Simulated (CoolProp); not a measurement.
Model: reference Helmholtz-energy equation of state, Lemmon 2006, in CoolProp. It is a short technical equation, of lower accuracy than the large ones.

Question: For toluene, give the phase and the cv (kJ/(kg K)), viscosity (µPa s) at -22.25 °C and 1.25 MPa; 9.65 °C and 18.2 MPa; 91.35 °C and 9.31 MPa.

Answer: 
- -22.25 °C and 1.25 MPa: liquid; cv 1.13, viscosity 1120
- 9.65 °C and 18.2 MPa: liquid; cv 1.23, viscosity 779
- 91.35 °C and 9.31 MPa: liquid; cv 1.47, viscosity 313

Viscosity comes from a separate model (Avgeri 2015).
